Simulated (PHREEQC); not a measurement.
0.54 g of hydrous ferric oxide (600 m²/g; 0.2 weak and 0.005 strong sites per Fe, Dzombak-Morel constants, diffuse double layer) in 1 kg of water with 0.01 mol/kgw of an inert sodium salt and 0.00028 mol MgCl2, at 25 °C; the pH is set by adding NaOH or the inert anion's acid. O2 is buffered at 0.21 atm. CO2 from the air is kept out. No solid was allowed to form.

Equilibrium calculation in PHREEQC: ion-association model, wateq4f.dat.

Q: Predict surface charge σ (C/m²), surface potential ψ (mV) at pH = 3, 5.

A: 
| pH | surface charge σ (C/m²) | surface potential ψ (mV) |
|---|---|---|
| 3 | 0.328 | 201 |
| 5 | 0.117 | 151 |

The oxide is taken as insoluble; below pH 4 it would dissolve.
